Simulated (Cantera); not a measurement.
An isothermal, constant-pressure homogeneous reactor starts with 58.5 % NH3, 41.5 % N2, at 1725 K and 14.3 Torr.

Detailed kinetics in Cantera: the gas-phase N/H chemistry of the illustrative SiF4/NH3 mechanism in the Surface Chemkin manual (1991). Walls and surfaces, which speed up NH3 decomposition in real reactors, are not modelled.

### Question
Predict: x(NH3) at 2.00 s; x(NH2) at 2.00 s; x(H) at 2.00 s; x(N2H4) at 2.00 s; x(N) at 2.00 s.

### Answer
```
Item                                                   Value
-----------------  -----------------------------------------
x(NH3) at 2.00 s       0.503 (gas-phase equilibrium 1.77e-7)
x(NH2) at 2.00 s   0.000301 (gas-phase equilibrium 8.33e-10)
x(H) at 2.00 s       1.81e-5 (gas-phase equilibrium 0.00101)
x(N2H4) at 2.00 s     1.08e-8 (gas-phase equilibrium <1e-12)
x(N) at 2.00 s      1.04e-7 (gas-phase equilibrium 4.39e-11)
```
